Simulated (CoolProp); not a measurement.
Saturation properties of hydrogen sulfide (Tc = 373.1 K, pc = 8.999 MPa, ω = 0.101).

Computed with CoolProp (reference Helmholtz-energy equation of state, Lemmon 2006). It is a short technical equation, of lower accuracy than the large ones.

| T (K) | p (MPa) | vapour density (kg/m³) | enthalpy of vaporisation (kJ/kg) | liquid viscosity (µPa s) | vapour viscosity (µPa s) |
|---|---|---|---|---|---|
| 290.8 | 1.677 | 28.14 | 430.8 | 133 | 11.0 |
| 298.9 | 2.055 | 34.53 | 414.2 | 124 | 11.3 |
| 307.1 | 2.496 | 42.21 | 395.9 | 114 | 11.7 |
| 315.2 | 2.995 | 51.24 | 376.2 | 106 | 12.2 |
| 323.4 | 3.571 | 62.19 | 354.1 | 97.2 | 12.8 |
| 331.5 | 4.214 | 75.30 | 329.7 | 89.0 | 13.4 |
| 339.6 | 4.938 | 91.45 | 301.9 | 81.0 | 14.3 |
| 347.8 | 5.760 | 112.2 | 268.9 | 72.9 | 15.5 |

It boils at 212.9 K under 1 atm.

Viscosity comes from a separate model (Quiñones-Cisneros 2012).
